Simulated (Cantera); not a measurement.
A perfectly stirred reactor is fed with 3.45 % C3H8, 20.3 % O2, 76.3 % N2, equivalence ratio 0.85, at 2400 Torr; it is adiabatic with a 700 K inlet, and is followed from long to short residence time, starting on the burning branch (τ in s: 0.025, 0.013, 0.0069, 0.0037, 0.002, 0.001, 0.00055, 0.00029, 0.00015, 8.2e-05, 4.3e-05, 2.3e-05, 1.2e-05).

Detailed kinetics in Cantera: GRI-Mech 3.0 (53 species, 325 reactions). GRI-Mech 3.0 was tuned for natural gas; its chemistry of propane as a main component is partial and can be far from experiment.

**Question.** Predict: blow-out, bracketed by the residence times tried; x(C3H8) at τ = 25.0 ms; x(O2) at τ = 25.0 ms; x(C2H2) at τ = 25.0 ms; x(C2H6) at τ = 25.0 ms; x(C2H) at τ = 25.0 ms; x(C3H8) at τ = 0.550 ms; x(O2) at τ = 0.550 ms; x(C2H2) at τ = 0.550 ms; x(C2H6) at τ = 0.550 ms; x(C2H) at τ = 0.550 ms.

**Answer.** 
```
Quantity                                                                      Result
------------------------------------------------  ----------------------------------
blow-out, bracketed by the residence times tried  burning at 23.0 µs, out at 12.0 µs
x(C3H8) at τ = 25.0 ms                                                       1.67e-7
x(O2) at τ = 25.0 ms                                                          0.0297
x(C2H2) at τ = 25.0 ms                                                       7.40e-7
x(C2H6) at τ = 25.0 ms                                                       1.05e-9
x(C2H) at τ = 25.0 ms                                                        8.20e-9
x(C3H8) at τ = 0.550 ms                                                      5.01e-6
x(O2) at τ = 0.550 ms                                                         0.0357
x(C2H2) at τ = 0.550 ms                                                      8.34e-6
x(C2H6) at τ = 0.550 ms                                                      3.20e-8
x(C2H) at τ = 0.550 ms                                                       1.24e-7
```
